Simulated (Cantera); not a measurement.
Charge: 1 mol CH₃SiCl₃, 0.06 mol C₂H₄, 11 mol H₂, equilibrated at 852 °C and 17000 Pa.

These are equilibrium values from Cantera (NASA tables, ideal gas, pure condensed phases), not measurements of a reactor. Candidate condensed phases: C, C₆H₆, C₇H₈, C₈H₁₈, Si, SiC; 109 gas species. The feed counts by its element totals alone. The tables' values for SiCl₃ are old estimates; treat these amounts as uncertain. Kinetics and transport are ignored.

Base state: H₂ 0.828, HCl 0.152, SiCl₄ 0.0149, CH₄ 0.00336, SiHCl₃ 0.00141, SiCl₃ 0.000272, SiCl₂ 6.11e-5, SiH₂Cl₂ 1.64e-5 (mole fractions); condensed: C(graphite) + SiC(s).

**Question.** What changes in the equilibrium state with this change: pressure from 17000 Pa to 34000 Pa?

**Answer.** 
```tsv
species	before	after
H₂	0.828	0.836
HCl	0.152	0.136
SiCl₄	0.0149	0.0188
CH₄	0.00336	0.00685
SiH₂Cl₂	1.64e-5	2.63e-5
SiHCl₃	0.00141	0.00201
SiCl₂	6.11e-5	4.86e-5
SiCl₃	0.000272	0.000273
C(graphite), mol	0.304	0.317
SiC(s), mol	0.770	0.709
```

**Question.** What changes in the equilibrium state with this change: temperature from 852 °C to 1625 °C?

**Answer.** 
```
species            before     after
----------------  -------  --------
H₂                  0.828     0.791
HCl                 0.152     0.201
SiCl₂             6.11e-5   0.00511
SiCl₄              0.0149   6.79e-6
Cl                1.60e-8  0.000324
H                 9.81e-8   0.00169
C(graphite), mol    0.304     0.186
SiC(s), mol         0.770     0.925
```
The tables' values for SiCl₃, SiCl are old estimates; treat these amounts as uncertain.
